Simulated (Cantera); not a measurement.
## CH3OH + O2 (carbon deposition, reforming and gasification)

Feed: 1 mol CH3OH, 1.8 mol O2, at 0.00230 bar.

Method: chemical equilibrium by Gibbs-energy minimisation in Cantera with the NASA 1993 tables (ideal gas, pure condensed phases). Candidate condensed phases: C, C6H6, C7H8, C8H18, H2O; 110 gas species. Kinetics and transport are ignored.

```json
[
 {"T (K)": "825", "log p H2O": "-2.86", "log p H": "<-14", "log p CO2": "-3.16", "log p O": "-14.44", "log p CO": "<-14", "log p O2": "-3.68", "log p OH": "-10.42", "log p H2": "-13.81"},
 {"T (K)": "975", "log p H2O": "-2.86", "log p H": "<-14", "log p CO2": "-3.16", "log p O": "-11.98", "log p CO": "-11.91", "log p O2": "-3.68", "log p OH": "-8.84", "log p H2": "-11.41"},
 {"T (K)": "1125", "log p H2O": "-2.86", "log p H": "-12.17", "log p CO2": "-3.16", "log p O": "-10.18", "log p CO": "-9.89", "log p O2": "-3.68", "log p OH": "-7.67", "log p H2": "-9.63"},
 {"T (K)": "1275", "log p H2O": "-2.86", "log p H": "-10.27", "log p CO2": "-3.16", "log p O": "-8.79", "log p CO": "-8.35", "log p O2": "-3.68", "log p OH": "-6.79", "log p H2": "-8.27"},
 {"T (K)": "1425", "log p H2O": "-2.86", "log p H": "-8.76", "log p CO2": "-3.16", "log p O": "-7.70", "log p CO": "-7.14", "log p O2": "-3.68", "log p OH": "-6.08", "log p H2": "-7.20"},
 {"T (K)": "1575", "log p H2O": "-2.86", "log p H": "-7.54", "log p CO2": "-3.16", "log p O": "-6.81", "log p CO": "-6.16", "log p O2": "-3.68", "log p OH": "-5.52", "log p H2": "-6.32"},
 {"T (K)": "1725", "log p H2O": "-2.86", "log p H": "-6.53", "log p CO2": "-3.16", "log p O": "-6.08", "log p CO": "-5.36", "log p O2": "-3.68", "log p OH": "-5.05", "log p H2": "-5.60"},
 {"T (K)": "1875", "log p H2O": "-2.87", "log p H": "-5.69", "log p CO2": "-3.17", "log p O": "-5.45", "log p CO": "-4.70", "log p O2": "-3.67", "log p OH": "-4.65", "log p H2": "-5.01"},
 {"T (K)": "2025", "log p H2O": "-2.89", "log p H": "-4.98", "log p CO2": "-3.21", "log p O": "-4.91", "log p CO": "-4.19", "log p O2": "-3.63", "log p OH": "-4.32", "log p H2": "-4.53"},
 {"T (K)": "2175", "log p H2O": "-2.94", "log p H": "-4.39", "log p CO2": "-3.31", "log p O": "-4.42", "log p CO": "-3.82", "log p O2": "-3.57", "log p OH": "-4.04", "log p H2": "-4.17"},
 {"T (K)": "2325", "log p H2O": "-3.04", "log p H": "-3.91", "log p CO2": "-3.48", "log p O": "-4.00", "log p CO": "-3.59", "log p O2": "-3.51", "log p OH": "-3.82", "log p H2": "-3.91"},
 {"T (K)": "2475", "log p H2O": "-3.23", "log p H": "-3.53", "log p CO2": "-3.75", "log p O": "-3.65", "log p CO": "-3.49", "log p O2": "-3.51", "log p OH": "-3.70", "log p H2": "-3.76"},
 {"T (K)": "2625", "log p H2O": "-3.57", "log p H": "-3.25", "log p CO2": "-4.11", "log p O": "-3.38", "log p CO": "-3.48", "log p O2": "-3.59", "log p OH": "-3.69", "log p H2": "-3.76"},
 {"T (K)": "2775", "log p H2O": "-4.11", "log p H": "-3.09", "log p CO2": "-4.53", "log p O": "-3.20", "log p CO": "-3.51", "log p O2": "-3.78", "log p OH": "-3.83", "log p H2": "-3.92"}
]
```
log p: log10 of the partial pressure in bar; nothing condenses.

From 825 K to 2775 K nothing is condensed. The main C-bearing gas is CO2 at 825 K and CO at 2775 K.
